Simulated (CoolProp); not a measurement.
Vapour-liquid equilibrium of R142b (1) + R113 (2) at 33.55 °C; x and y are mole fractions of (1).

Values from CoolProp's multi-fluid Helmholtz-energy mixture model, Lemmon 2006 and Marx 1992; pair parameters Bell 2016.

```json
[
 {"x": "0.05", "bubble pressure (kPa)": "86.17", "y at the bubble point": "0.307", "dew pressure at overall composition x (kPa)": "65.04", "liquid density (mol/L)": "8.334"},
 {"x": "0.125", "bubble pressure (kPa)": "120.6", "y at the bubble point": "0.535", "dew pressure at overall composition x (kPa)": "70.06", "liquid density (mol/L)": "8.490"},
 {"x": "0.2", "bubble pressure (kPa)": "152.9", "y at the bubble point": "[?]", "dew pressure at overall composition x (kPa)": "75.92", "liquid density (mol/L)": "8.652"},
 {"x": "0.275", "bubble pressure (kPa)": "183.4", "y at the bubble point": "0.735", "dew pressure at overall composition x (kPa)": "82.83", "liquid density (mol/L)": "8.819"},
 {"x": "0.35", "bubble pressure (kPa)": "212.1", "y at the bubble point": "[?]", "dew pressure at overall composition x (kPa)": "91.09", "liquid density (mol/L)": "8.992"},
 {"x": "0.425", "bubble pressure (kPa)": "239.4", "y at the bubble point": "0.829", "dew pressure at overall composition x (kPa)": "101.2", "liquid density (mol/L)": "9.171"},
 {"x": "0.5", "bubble pressure (kPa)": "265.5", "y at the bubble point": "0.861", "dew pressure at overall composition x (kPa)": "113.7", "liquid density (mol/L)": "9.358"},
 {"x": "0.575", "bubble pressure (kPa)": "290.9", "y at the bubble point": "[?]", "dew pressure at overall composition x (kPa)": "129.6", "liquid density (mol/L)": "9.551"},
 {"x": "0.65", "bubble pressure (kPa)": "315.7", "y at the bubble point": "0.910", "dew pressure at overall composition x (kPa)": "150.5", "liquid density (mol/L)": "[?]"},
 {"x": "0.725", "bubble pressure (kPa)": "[?]", "y at the bubble point": "0.931", "dew pressure at overall composition x (kPa)": "179.0", "liquid density (mol/L)": "[?]"},
 {"x": "0.8", "bubble pressure (kPa)": "365.3", "y at the bubble point": "0.951", "dew pressure at overall composition x (kPa)": "219.4", "liquid density (mol/L)": "10.19"},
 {"x": "0.875", "bubble pressure (kPa)": "390.8", "y at the bubble point": "0.969", "dew pressure at overall composition x (kPa)": "278.7", "liquid density (mol/L)": "10.42"},
 {"x": "0.95", "bubble pressure (kPa)": "417.3", "y at the bubble point": "0.988", "dew pressure at overall composition x (kPa)": "364.4", "liquid density (mol/L)": "10.67"}
]
```

Problem. What belongs in the gaps?

Solution. 
- 0.2, y at the bubble point: 0.657
- 0.35, y at the bubble point: 0.788
- 0.575, y at the bubble point: 0.887
- 0.65, liquid density (mol/L): 9.754
- 0.725, bubble pressure (kPa): 340.4
- 0.725, liquid density (mol/L): 9.965

No azeotrope shows between x = 0.05 and 0.95.

The pair parameters rest on a limited set of measurements; away from them the model extrapolates.
